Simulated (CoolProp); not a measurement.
Vapour-liquid equilibrium of R125 (1) + propylene (2) at -30.15 °C; x and y are mole fractions of (1).

The numbers come from the multi-fluid Helmholtz-energy mixture model, Lemmon 2005 and Lemmon 2013; pair parameters Bell 2016 in CoolProp.

```json
[
 {"x": "0.05", "bubble pressure, mixture model (MPa)": "…", "bubble pressure, Raoult's law (MPa)": "0.2112", "y, mixture model": "0.129", "y, Raoult's law": "0.054"},
 {"x": "0.2", "bubble pressure, mixture model (MPa)": "…", "bubble pressure, Raoult's law (MPa)": "0.2137", "y, mixture model": "0.335", "y, Raoult's law": "0.212"},
 {"x": "0.35", "bubble pressure, mixture model (MPa)": "…", "bubble pressure, Raoult's law (MPa)": "0.2161", "y, mixture model": "…", "y, Raoult's law": "0.367"},
 {"x": "0.5", "bubble pressure, mixture model (MPa)": "…", "bubble pressure, Raoult's law (MPa)": "0.2185", "y, mixture model": "0.514", "y, Raoult's law": "0.519"},
 {"x": "0.65", "bubble pressure, mixture model (MPa)": "0.2874", "bubble pressure, Raoult's law (MPa)": "0.2210", "y, mixture model": "0.591", "y, Raoult's law": "0.667"},
 {"x": "0.8", "bubble pressure, mixture model (MPa)": "…", "bubble pressure, Raoult's law (MPa)": "0.2234", "y, mixture model": "0.697", "y, Raoult's law": "0.812"},
 {"x": "0.95", "bubble pressure, mixture model (MPa)": "0.2437", "bubble pressure, Raoult's law (MPa)": "0.2258", "y, mixture model": "0.891", "y, Raoult's law": "0.953"}
]
```

**Question.** Some entries are withheld; supply them.

**Answer.** 
- 0.05, bubble pressure, mixture model (MPa): 0.2316
- 0.2, bubble pressure, mixture model (MPa): 0.2692
- 0.35, bubble pressure, mixture model (MPa): 0.2848
- 0.35, y, mixture model: 0.439
- 0.5, bubble pressure, mixture model (MPa): 0.2899
- 0.8, bubble pressure, mixture model (MPa): 0.2748

The largest gap from Raoult's law is +32.7 % in bubble pressure, at x = 0.5. y crosses x between x = 0.5 and 0.65: the model has an azeotrope there.

Pair parameters are fitted to limited data, so mixtures are less certain than the pure fluids.
